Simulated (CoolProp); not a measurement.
A simple Rankine cycle with cyclopentane: condensing at 329.15 K, boiler at 0.919 MPa, turbine inlet 450.1 K, turbine efficiency 0.8, pump efficiency 0.7, no recuperator. Each further row changes one setting.

Computed with CoolProp (reference Helmholtz-energy equation of state, Gedanitz 2015).

```
case                             thermal efficiency (%)  net work (kJ/kg)  heat in (kJ/kg)  turbine exit temperature (K)  volume ratio over the turbine
-------------------------------  ----------------------  ----------------  ---------------  ----------------------------  -----------------------------
as stated                                          12.8               ___              566                         399.7                           7.19
turbine inlet 470.1 K                              12.7              77.1              607                           ___                           7.14
condensing temperature 321.15 K                    14.1              81.8              581                         393.8                           9.21
boiler pressure 0.643 MPa                          10.8              61.8              573                         410.1                            ___
turbine efficiency 0.7                             11.2              63.4              566                         405.1                            ___
```

Task: Complete the blanks.

Result: 
- as stated, net work (kJ/kg): 72.7
- turbine inlet 470.1 K, turbine exit temperature (K): 420.9
- boiler pressure 0.643 MPa, volume ratio over the turbine: 4.96
- turbine efficiency 0.7, volume ratio over the turbine: 7.29
